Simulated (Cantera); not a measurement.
Input: 1 mol Si₂H₆, 0.19 mol O₃, held at 1573 K and 13.3 mbar.

Equilibrium computed with Cantera from the NASA thermochemical tables; the gas is ideal and each condensed phase is pure. Candidate condensed phases: H₂O, Si, SiO₂; 18 gas species. The feed counts by its element totals alone. Mutual solubility and eutectic melting of coexisting phases are not modelled. The tables hold silica as quartz up to 1696 K and as liquid above; real silica turns to tridymite and cristobalite and melts near 1996 K. Equilibrium is a limit: real reactors are often held back by kinetics, nucleation or transport.

Base state: H₂ 0.862, SiO 0.138, H 0.000327 (mole fractions); condensed: Si(s) + SiO₂(β-quartz).

Problem. What changes in the equilibrium state with this change: temperature from 1573 K to 1650 K?

Solution. 
```
species                before     after
-------------------  --------  --------
H₂                      0.862     0.840
SiO                     0.138     0.160
H                    0.000327  0.000721
Si                    4.12e-6   2.01e-5
Si(s), mol               1.48      1.43
SiO₂(β-quartz), mol    0.0453         0
```

Problem. What changes in the equilibrium state with this change: temperature from 1573 K to 948.15 K?

Solution. 
| species | before | after |
|---|---|---|
| H₂ | 0.862 | 1.00 |
| H | 0.000327 | 4.56e-9 |
| SiO | 0.138 | 3.97e-9 |
| Si(s), mol | 1.48 | 1.72 |
| SiO₂(β-quartz), mol | 0.0453 | 0.285 |
